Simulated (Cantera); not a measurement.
An isothermal, constant-pressure homogeneous reactor starts with CO : O2 : H2O : N2 = 0.015 : 0.011 : 0.005 : 1 (molar parts), equivalence ratio 0.68, at 1298 K and 0.370 bar.

Detailed kinetics in Cantera: GRI-Mech 3.0 (53 species, 325 reactions).

x: mole fraction; the columns are a selection and need not sum to one.

```
t (s)         x CO     x O2    x H2O     x HO2     x NO       x O     x NO2
--------  --------  -------  -------  --------  -------  --------  --------
3.00e-5     0.0145   0.0107  0.00485  2.24e-12   <1e-12  3.54e-10    <1e-12
9.44e-5     0.0145   0.0107  0.00485  7.08e-12   <1e-12       [?]    <1e-12
0.000297    0.0145   0.0107  0.00485  3.03e-11   <1e-12       [?]    <1e-12
0.000935    0.0145   0.0107  0.00485  4.24e-10   <1e-12       [?]    <1e-12
0.00294     0.0145   0.0107  0.00485   4.57e-8   <1e-12       [?]    <1e-12
0.00926    0.00836  0.00739  0.00375   8.12e-7  5.54e-7       [?]  6.93e-11
0.0292     0.00119  0.00400  0.00453   4.26e-7  3.41e-6       [?]  4.87e-10
0.0917    0.000194  0.00350  0.00483   2.30e-7  3.58e-6       [?]   1.89e-9
0.289      2.50e-5  0.00343  0.00487   6.18e-8  3.59e-6       [?]   6.54e-9
0.909      3.05e-6  0.00342  0.00488   9.40e-9  3.60e-6       [?]   9.63e-9
2.86       4.66e-7  0.00342  0.00488   1.54e-9  3.60e-6       [?]   6.31e-9
9.00       1.14e-7  0.00342  0.00488  4.34e-10  3.61e-6       [?]   3.65e-9
```

Task: Some entries are withheld; supply them.

Result: 
- 9.44e-5, x O: 1.10e-9
- 0.000297, x O: 3.50e-9
- 0.000935, x O: 1.75e-8
- 0.00294, x O: 1.19e-6
- 0.00926, x O: 0.00127
- 0.0292, x O: 0.000249
- 0.0917, x O: 3.30e-5
- 0.289, x O: 4.20e-6
- 0.909, x O: 5.70e-7
- 2.86, x O: 1.03e-7
- 9.00, x O: 2.87e-8
